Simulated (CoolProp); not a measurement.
A simple Rankine cycle with isobutane: condensing at 316.15 K, boiler at 2.75 MPa, turbine inlet 431.4 K, turbine efficiency 0.9, pump efficiency 0.8, no recuperator. Each further row changes one setting.

Values from CoolProp's reference Helmholtz-energy equation of state, Bücker 2006.

| case | thermal efficiency (%) | net work (kJ/kg) | heat in (kJ/kg) | turbine exit temperature (K) | volume ratio over the turbine |
|---|---|---|---|---|---|
| as stated | 12.8 | 63.9 | 501 | 380.0 | 5.26 |
| turbine inlet 451.4 K | 12.6 | 69.9 | ? | 402.1 | 5.07 |
| condensing temperature 308.15 K | 14.1 | ? | ? | 374.2 | 6.47 |
| boiler pressure 1.92 MPa | ? | ? | 523 | ? | ? |
| turbine efficiency 0.8 | 11.2 | 56.3 | 501 | 383.6 | 5.32 |

**Question.** Complete the blanks.

**Answer.** 
- turbine inlet 451.4 K, heat in (kJ/kg): 555
- condensing temperature 308.15 K, net work (kJ/kg): 73.3
- condensing temperature 308.15 K, heat in (kJ/kg): 521
- boiler pressure 1.92 MPa, thermal efficiency (%): 10.3
- boiler pressure 1.92 MPa, net work (kJ/kg): 53.8
- boiler pressure 1.92 MPa, turbine exit temperature (K): 394.8
- boiler pressure 1.92 MPa, volume ratio over the turbine: 3.44
